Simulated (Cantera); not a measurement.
Source: NASA polynomial tables (part measured, part estimated), evaluated in Cantera. Values are per mole of reaction as written; species without (g) are pure solids or liquids, kept so even where they would boil at 1 bar.

Between 475 and 675 K, where is each reaction favourable under standard conditions?
- 3 Cu₂O ⇌ 6 Cu + O₃(g)


- 3 Cu₂O ⇌ 6 Cu + O₃(g): ΔG° is 578 kJ at 475 K and 546 kJ at 675 K; it stays positive (K < 1). ΔH° is 651 kJ and ΔS° 154 J/K at 675 K.
